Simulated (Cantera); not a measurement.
A closed system holds: 1 mol SiHCl₃, 0.23 mol C₃H₈, 2.1 mol H₂, equilibrated at 860 Pa.

Equilibrium computed with Cantera from the NASA thermochemical tables; the gas is ideal and each condensed phase is pure. Candidate condensed phases: C, C₆H₆, C₇H₈, C₈H₁₈, Si, SiC; 109 gas species. The tables' values for SiCl, SiCl₃ are old estimates; treat these amounts as uncertain. Rates play no part. All values below are at 2073 K.

Base state: H₂ 0.459, HCl 0.439, SiCl₂ 0.0658, H 0.0192, Cl 0.0136, SiCl 0.00105, Si 0.000824, SiCl₃ 0.000708 (mole fractions); condensed: C(graphite) + SiC(s).

Q: What changes in the equilibrium state with this change: SiHCl₃ replaced by (CH₃)₂SiCl₂?

A: 
| species | before | after |
|---|---|---|
| H₂ | 0.459 | 0.708 |
| HCl | 0.439 | 0.247 |
| H | 0.0192 | 0.0239 |
| SiCl₂ | 0.0658 | 0.0135 |
| Cl | 0.0136 | 0.00614 |
| SiCl₃ | 0.000708 | 6.57e-5 |
| SiCl | 0.00105 | 0.000474 |
| C₂H₂ (acetylene) | 0.000563 | 0.000867 |
| C(graphite), mol | 0.0335 | 1.78 |
| SiC(s), mol | 0.650 | 0.893 |
The feed counts by its element totals alone.
